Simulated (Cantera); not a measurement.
A freely propagating, adiabatic, planar premixed flame of 9.37 % CH4, 15.7 % O2, 75.0 % N2, equivalence ratio 1.2, unburnt at 475 K and 0.780 bar; mixture-averaged transport, grid criteria slope 0.08 and curve 0.16, no radiation.

Computed with Cantera and GRI-Mech 3.0 (53 species, 325 reactions). Burning velocities carry a grid error of a few per cent, more on coarse grids.

Problem. Predict: laminar burning velocity; thermal thickness; peak x(CH2CO); peak x(CO).

Solution. 
- laminar burning velocity = 50.4 cm/s
- thermal thickness = 0.642 mm
- peak x(CH2CO) = 0.000146
- peak x(CO) = 0.0520
